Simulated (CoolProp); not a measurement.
Properties of ethylene along the isotherm 197.5 K.

Values from CoolProp's reference Helmholtz-energy equation of state, Smukala 2000.

```json
[
 {"p (MPa)": "0.194", "phase": "gas", "cp (kJ/(kg K))": "1.341", "speed of sound (m/s)": "270.0", "Joule-Thomson coefficient (K/MPa)": "28.68", "isothermal compressibility (1/MPa)": "5.377"},
 {"p (MPa)": "0.388", "phase": "gas", "cp (kJ/(kg K))": "1.454", "speed of sound (m/s)": "262.5", "Joule-Thomson coefficient (K/MPa)": "29.67", "isothermal compressibility (1/MPa)": "2.835"},
 {"p (MPa)": "0.582", "phase": "liquid", "cp (kJ/(kg K))": "2.512", "speed of sound (m/s)": "___", "Joule-Thomson coefficient (K/MPa)": "-0.2947", "isothermal compressibility (1/MPa)": "0.003028"},
 {"p (MPa)": "0.776", "phase": "liquid", "cp (kJ/(kg K))": "___", "speed of sound (m/s)": "1094", "Joule-Thomson coefficient (K/MPa)": "-0.2967", "isothermal compressibility (1/MPa)": "0.003009"},
 {"p (MPa)": "0.97", "phase": "liquid", "cp (kJ/(kg K))": "2.506", "speed of sound (m/s)": "1097", "Joule-Thomson coefficient (K/MPa)": "-0.2986", "isothermal compressibility (1/MPa)": "___"},
 {"p (MPa)": "1.16", "phase": "liquid", "cp (kJ/(kg K))": "2.503", "speed of sound (m/s)": "1099", "Joule-Thomson coefficient (K/MPa)": "-0.3005", "isothermal compressibility (1/MPa)": "0.002974"},
 {"p (MPa)": "1.36", "phase": "liquid", "cp (kJ/(kg K))": "2.501", "speed of sound (m/s)": "1101", "Joule-Thomson coefficient (K/MPa)": "-0.3025", "isothermal compressibility (1/MPa)": "0.002956"},
 {"p (MPa)": "1.55", "phase": "liquid", "cp (kJ/(kg K))": "2.498", "speed of sound (m/s)": "1104", "Joule-Thomson coefficient (K/MPa)": "-0.3044", "isothermal compressibility (1/MPa)": "0.002939"},
 {"p (MPa)": "1.75", "phase": "liquid", "cp (kJ/(kg K))": "2.495", "speed of sound (m/s)": "1106", "Joule-Thomson coefficient (K/MPa)": "-0.3063", "isothermal compressibility (1/MPa)": "___"},
 {"p (MPa)": "1.94", "phase": "liquid", "cp (kJ/(kg K))": "2.493", "speed of sound (m/s)": "1108", "Joule-Thomson coefficient (K/MPa)": "-0.3081", "isothermal compressibility (1/MPa)": "0.002905"},
 {"p (MPa)": "2.13", "phase": "liquid", "cp (kJ/(kg K))": "___", "speed of sound (m/s)": "1110", "Joule-Thomson coefficient (K/MPa)": "-0.3099", "isothermal compressibility (1/MPa)": "0.002888"},
 {"p (MPa)": "2.33", "phase": "liquid", "cp (kJ/(kg K))": "2.488", "speed of sound (m/s)": "1113", "Joule-Thomson coefficient (K/MPa)": "-0.3118", "isothermal compressibility (1/MPa)": "0.002871"},
 {"p (MPa)": "2.52", "phase": "liquid", "cp (kJ/(kg K))": "2.486", "speed of sound (m/s)": "1115", "Joule-Thomson coefficient (K/MPa)": "-0.3135", "isothermal compressibility (1/MPa)": "0.002855"}
]
```

Question: Fill in the missing entries.

Answer: 
- 0.582, speed of sound (m/s): 1092
- 0.776, cp (kJ/(kg K)): 2.509
- 0.97, isothermal compressibility (1/MPa): 0.002991
- 1.75, isothermal compressibility (1/MPa): 0.002921
- 2.13, cp (kJ/(kg K)): 2.491
